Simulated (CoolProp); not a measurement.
Computed with CoolProp (reference Helmholtz-energy equation of state, Lemmon 2006). It is a short technical equation, of lower accuracy than the large ones.

For acetone, give the phase and the Z, cv (kJ/(kg K)), Joule-Thomson coefficient (K/MPa), expansivity (1/kK) at 541.9 K and 1070 kPa.


- 541.9 K and 1070 kPa: gas; Z 0.926, cv 1.87, Joule-Thomson coefficient 9.67, expansivity 2.40
